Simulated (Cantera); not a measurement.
Mixture: 5.50 % CH4, 0.170 % CO, 18.5 % O2, 69.3 % N2, 6.60 % CO2, equivalence ratio 0.60, at 1130 Torr, adiabatic and at constant pressure. Ignition delay is the time to a rise of 400 K.

Model: GRI-Mech 3.0 (53 species, 325 reactions), integrated in Cantera.

**Question.** Predict: delay at 1223 K; delay at 1298 K; delay at 1373 K; delay at 1448 K; delay at 1523 K; apparent activation energy between 1373 and 1523 K.

**Answer.** 
```
Property                                                Result
--------------------------------------------------  ----------
delay at 1223 K                                        20.0 ms
delay at 1298 K                                        7.48 ms
delay at 1373 K                                        3.03 ms
delay at 1448 K                                        1.33 ms
delay at 1523 K                                       0.633 ms
apparent activation energy between 1373 and 1523 K  180 kJ/mol
```
